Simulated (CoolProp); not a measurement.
Acetone along the isotherm 277.2 K: density (kg/m³) from the reference equation and from simpler models built on Tc = 508.1 K, pc = 4.692 MPa, ω = 0.307; each cubic takes its own stable root.

Values from CoolProp's reference Helmholtz-energy equation of state, Lemmon 2006. It is a short technical equation, of lower accuracy than the large ones.

| p (MPa) | phase | reference |
|---|---|---|
| 2.35 | liquid | 809.7 |
| 4.69 | liquid | 811.7 |
| 7.04 | liquid | 813.6 |
| 9.38 | liquid | 815.5 |
| 11.7 | liquid | 817.3 |
| 14.1 | liquid | 819.1 |
| 16.4 | liquid | 820.8 |
| 18.8 | liquid | 822.6 |
| 21.1 | liquid | 824.3 |
| 23.5 | liquid | 826.0 |

Q: How far does each simpler model (Redlich-Kwong, Soave-Redlich-Kwong, Peng-Robinson) lie from the reference over these 10 states: mean and median of the absolute difference, and the worst?

A: 
- Redlich-Kwong: mean 24.0 %, median 23.9 %, worst -24.4 % at 277.2 K and 2.35 MPa
- Soave-Redlich-Kwong: mean 22.0 %, median 22.0 %, worst -22.1 % at 277.2 K and 2.35 MPa
- Peng-Robinson: mean 12.4 %, median 12.4 %, worst -12.5 % at 277.2 K and 23.5 MPa
